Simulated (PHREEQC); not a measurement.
Make-up at 25 °C: 19 mmol/kgw Fe(NO3)3. It is in equilibrium with CO2 at log p = -3.4 (atm). Otherwise closed; pH follows from the charge balance.

The numbers come from PHREEQC with the ion-association model, wateq4f.dat.

```tsv
quantity	before	after
pH	2.09	1.65
Fe+3 (mol/kgw)	0.00948	0.0662
FeOH+2 (mol/kgw)	0.00353	0.00780
Fe2(OH)2+4 (mol/kgw)	0.00255	0.00938
Fe3(OH)4+5 (mol/kgw)	0.000272	0.000727
SI of Fe(OH)3(a) (Fe(OH)3)	-1.41	-2.20
SI of Goethite (FeOOH)	+4.48	+3.69
```

### Question
What was changed between the two runs?
(A) diluted 100-fold with water
(B) Fe(NO3)3 from 0.019 to 0.0285 mol/kgw
(C) Fe(NO3)3 from 0.019 to 0.0095 mol/kgw
(D) Fe(NO3)3 from 0.019 to 0.095 mol/kgw

### Answer
D, Fe(NO3)3 from 0.019 to 0.095 mol/kgw

No solid was allowed to form. Some of these states are supersaturated (in Hematite (slow to form), Goethite (slow to form), for instance).
